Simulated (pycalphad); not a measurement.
Computed with pycalphad from the COST 507 light-alloy database (1999), at 1 atm. The data set is of 1999 and partly superseded. Phase fractions are per mole of atoms. Diffusion is slow at the low end, where real alloys seldom reach equilibrium.

Task: Give the equilibrium state of Si-6.8Y (at.%) at 550 K.

Result: diamond (Si), fraction 0.796, with no Y at.%; SI2Y_R, fraction 0.204, with 33.3 Y at.%.

Task: Give the equilibrium state of Si-6.8Y (at.%) at 1550 K.

Result: liquid, fraction 0.725, with 9.4 Y at.%; diamond (Si), fraction 0.275, with no Y at.%.

Database names, with the compositions (at.%) that they take in these runs: SI2Y_R: Si 67 Y 33. An entry "none" or "no" means that the model of the phase leaves that element out.
